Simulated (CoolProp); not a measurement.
A simple Rankine cycle with n-perfluoropentane: condensing at 329.15 K, boiler at 0.783 MPa, turbine inlet 388.8 K, turbine efficiency 0.65, pump efficiency 0.8, no recuperator. Each further row changes one setting.

Values from CoolProp's reference Helmholtz-energy equation of state, Gao 2022.

| case | thermal efficiency (%) | net work (kJ/kg) | heat in (kJ/kg) | turbine exit temperature (K) | volume ratio over the turbine |
|---|---|---|---|---|---|
| as stated | 5.2 | (withheld) | 130 | 374.4 | 3.63 |
| turbine inlet 408.8 K | (withheld) | 7.38 | 150 | 395.3 | 3.50 |
| condensing temperature 321.15 K | (withheld) | 8.34 | 139 | (withheld) | 4.68 |
| boiler pressure 0.548 MPa | 3.7 | 4.97 | 133 | (withheld) | 2.37 |
| turbine efficiency 0.55 | (withheld) | (withheld) | 130 | 375.6 | 3.64 |

What belongs in the gaps?


- as stated, net work (kJ/kg): 6.78
- turbine inlet 408.8 K, thermal efficiency (%): 4.9
- condensing temperature 321.15 K, thermal efficiency (%): 6.0
- condensing temperature 321.15 K, turbine exit temperature (K): 372.1
- boiler pressure 0.548 MPa, turbine exit temperature (K): 379.8
- turbine efficiency 0.55, thermal efficiency (%): 4.4
- turbine efficiency 0.55, net work (kJ/kg): 5.66
